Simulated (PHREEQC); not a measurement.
Model water analysis in mmol/kgw, 25 °C, pH 6.4, pe 10.7: Na 0.17; K 0.0134; Ca 0.282; Mg 0.0469; Cl 0.091; S(6) 0.144; Alkalinity (meq/kgw) 0.492; Cu(2) 0.000631; O(0) (counted as O atoms) 0.000228; Si 0.0242; B 9.65e-05; Cd 0.0118; Ni 0.0259.

Valence states are taken as typed.

All values are PHREEQC results (ion-association model, wateq4f.dat), not measurements.

Precipitation was switched off in this run.

Task: Order these Cu species by the share of Cu that they hold, largest first: Cu(OH)2, Cu+2, CuHCO3+, CuOH+, CuCO3.

Result: Cu+2 (62 %), CuCO3 (15 %), CuHCO3+ (13 %), Cu(OH)2 (7.0 %), CuOH+ (1.4 %)

The pH is 6.40 and the ionic strength 0.00135 mol/kgw. Species that the database lacks are ignored. The database's nickel carbonate constants are estimates that later reviews lower a good deal.
